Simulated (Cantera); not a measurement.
Charge: 1 mol Fe2O3, 1.6 mol SO3, 0.17 mol CO2, at 13.3 mbar.

Equilibrium computed with Cantera from the NASA thermochemical tables; the gas is ideal and each condensed phase is pure. Candidate condensed phases: C, Fe, Fe(CO)5, FeO, FeS, FeSO4, FeS2, Fe2O3, Fe2(SO4)3, Fe3O4, S; 25 gas species. The numbers say what is thermodynamically allowed, not how fast it happens.

Q: Which condensed phases are stable at each of these points (T (K)): 775, 850, 925, 1000, 1075, 1150, 1225, 1300, 1375, 1450, 1525, 1600, 1675?

A: 
```csv
T (K),condensed phases,Fe condensed (%)
775,Fe2O3(s) + Fe2(SO4)3(s),100.0
850,Fe2O3(s),100.0
925,Fe2O3(s),100.0
1000,Fe2O3(s),100.0
1075,Fe2O3(s),100.0
1150,Fe2O3(s),100.0
1225,Fe2O3(s),100.0
1300,Fe2O3(s),100.0
1375,Fe2O3(s),100.0
1450,Fe2O3(s),100.0
1525,Fe3O4(s),100.0
1600,Fe3O4(s),100.0
1675,Fe3O4(s),100.0
```

At 775 K the condensed part is Fe2O3(s) + Fe2(SO4)3(s). From 850 K to 1450 K the condensed part is Fe2O3(s). From 1525 K to 1675 K the condensed part is Fe3O4(s).
